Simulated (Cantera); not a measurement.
**Ignition delay**

Mixture: CH4 : O2 : N2 : H2O : CO2 = 1 : 3.39 : 12.7 : 2.7 : 0.18 (molar parts), equivalence ratio 0.59, at 1.40 bar, adiabatic and at constant volume. Ignition delay is the time to a rise of 400 K.

Detailed kinetics in Cantera: GRI-Mech 3.0 (53 species, 325 reactions).

| T0 (K) | delay (ms) |
|---|---|
| 1125 | 90.7 |
| 1200 | 32.2 |
| 1275 | 12.2 |
| 1350 | 4.90 |
| 1425 | 2.07 |
| 1500 | 0.929 |
| 1575 | 0.447 |
| 1650 | 0.232 |
| 1725 | 0.129 |
| 1800 | 0.0771 |

```yaml
apparent activation energy between 1650 and 1800 K: 180 kJ/mol
```
